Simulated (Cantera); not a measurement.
Charge: 1 mol SiC, 0.41 mol CO2, 1 mol H2, equilibrated at 1398 K.

Cantera equilibrium calculation (NASA polynomials, part measured and part estimated; ideal gas, pure solids and liquids). Candidate condensed phases: C, C6H6, C7H8, C8H18, H2O, Si, SiC, SiO2; 123 gas species. Rates play no part.

Problem. At 0.0113 Torr, list the 4 most abundant gas species with their mole fractions, and the condensed phases.

Solution. H2 0.549, CO 0.338, SiO 0.113, H 0.000905. Condensed: SiC(s).
